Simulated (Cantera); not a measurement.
Ignition delay

Mixture: CH4 : O2 : N2 = 1 : 1.67 : 6.27 (molar parts), at 130000 Pa, adiabatic and at constant pressure. Ignition delay is the time to a rise of 400 K.

Computed with Cantera and GRI-Mech 3.0 (53 species, 325 reactions).

| T0 (K) | delay (ms) |
|---|---|
| 1175 | 57.6 |
| 1275 | 14.5 |
| 1375 | 4.15 |
| 1475 | 1.34 |
| 1575 | 0.500 |
| 1675 | 0.215 |

| Property | Result |
|---|---|
| apparent activation energy between 1475 and 1675 K | 190 kJ/mol |
